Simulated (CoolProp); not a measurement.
R21 along the isotherm 411.5 K: fugacity coefficient from the reference equation and from simpler models built on Tc = 452.7 K, pc = 52.89 bar, ω = 0.206; each cubic takes its own stable root.

Values from CoolProp's reference Helmholtz-energy equation of state, Platzer 1990. This equation is an older, rougher fit.

```tsv
p (bar)	phase	reference	Soave-Redlich-Kwong	Peng-Robinson
1.89	gas	0.9832	0.9836	0.9821
3.78	gas	…	0.9672	0.9643
5.67	gas	0.9497	…	0.9466
7.56	gas	0.9330	0.9346	0.9291
9.44	gas	0.9163	…	0.9117
11.3	gas	…	0.9026	0.8946
13.2	gas	0.8831	0.8864	…
15.1	gas	…	0.8703	0.8600
17	gas	0.8495	0.8541	0.8428
18.9	gas	0.8326	0.8379	0.8256
20.8	gas	0.8157	0.8217	0.8085
22.7	gas	0.7986	0.8054	0.7913
24.6	gas	0.7814	0.7891	0.7742
26.4	gas	0.7649	0.7734	0.7578
```

**Question.** Some entries are withheld; supply them.

**Answer.** 
- 3.78, reference: 0.9664
- 5.67, Soave-Redlich-Kwong: 0.9509
- 9.44, Soave-Redlich-Kwong: 0.9185
- 11.3, reference: 0.8999
- 13.2, Peng-Robinson: 0.8773
- 15.1, reference: 0.8663
